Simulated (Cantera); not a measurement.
Input: 1 mol Al(CH₃)₃, 2.6 mol N₂, 250 mol H₂, equilibrated at 1423 K and 1200 Pa.

Equilibrium computed with Cantera from the NASA thermochemical tables; the gas is ideal and each condensed phase is pure. Candidate condensed phases: Al, AlN, C, C₆H₆, C₇H₈, C₈H₁₈; 97 gas species. The feed counts by its element totals alone. Rates play no part.

Base state: H₂ 0.992, N₂ 0.00816, H 6.04e-5, HCN 5.36e-5, CH₄ 4.49e-5 (mole fractions); condensed: AlN(s) + C(graphite).

Task: What changes in the equilibrium state with this change: temperature from 1423 K to 1925 K?

Result: 
| species | before | after |
|---|---|---|
| H₂ | 0.992 | 0.976 |
| N₂ | 0.00816 | 0.00948 |
| H | 6.04e-5 | 0.00862 |
| Al | 3.28e-8 | 0.00372 |
| AlH | 5.92e-9 | 0.000134 |
| C₂H₂ (acetylene) | 3.40e-6 | 0.000447 |
| HNC | 6.95e-7 | 5.15e-5 |
| HCN | 5.36e-5 | 0.00104 |
| CH₄ | 4.49e-5 | 5.98e-6 |
| AlN(s), mol | 1.000 | 0 |
| C(graphite), mol | 2.97 | 2.48 |
